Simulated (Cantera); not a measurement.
Thermal oxidation and active oxidation of silicon: Si + CO2 + N2

A closed system holds: 1 mol Si, a varied amount of CO2, 1.2 mol N2, at 1148 K and 0.133 bar.

Cantera equilibrium calculation (NASA polynomials, part measured and part estimated; ideal gas, pure solids and liquids). Candidate condensed phases: C, Si, SiC, SiO2, Si2N2O, Si3N4; 34 gas species. N2 is the only nitrogen source here; it is nearly inert below about 1500 K, so the nitride shown seldom forms there in practice. Mutual solubility and eutectic melting of coexisting phases are not modelled. The tables hold silica as quartz up to 1696 K and as liquid above; real silica turns to tridymite and cristobalite and melts near 1996 K. Equilibrium is a limit: real reactors are often held back by kinetics, nucleation or transport.

```
n(CO2) (mol)   x N2     x CO    x CO2  n C(graphite)  n Si2N2O(s)  n Si3N4(s)  n SiO2(β-quartz)
------------  -----  -------  -------  -------------  -----------  ----------  ----------------
0.073          1.00  1.06e-7   <1e-12         0.0730        0.146       0.236                 0
0.097          1.00  1.06e-7   <1e-12         0.0970        0.194       0.204                 0
0.12           1.00  1.06e-7   <1e-12          0.120        0.240       0.173                 0
0.15           1.00  1.06e-7   <1e-12          0.150        0.300       0.133                 0
0.17           1.00  1.06e-7   <1e-12          0.170        0.340       0.107                 0
0.19           1.00  1.06e-7   <1e-12          0.190        0.380      0.0800                 0
0.22           1.00  1.06e-7   <1e-12          0.220        0.440      0.0400                 0
0.24           1.00  1.06e-7   <1e-12          0.240        0.480      0.0133                 0
0.27          0.977   0.0226  2.76e-6          0.254        0.492           0            0.0158
0.29          0.977   0.0226  2.76e-6          0.273        0.479           0            0.0422
0.32          0.977   0.0226  2.76e-6          0.303        0.459           0            0.0819
0.34          0.977   0.0226  2.76e-6          0.323        0.446           0             0.108
0.36          0.977   0.0226  2.76e-6          0.342        0.433           0             0.135
```
x: gas mole fraction; n: condensed amount in mol.

From 0.073 mol CO2 to 0.24 mol CO2 the condensed part is C(graphite) + Si2N2O(s) + Si3N4(s). From 0.27 mol CO2 to 0.36 mol CO2 the condensed part is C(graphite) + SiO2(β-quartz) + Si2N2O(s).
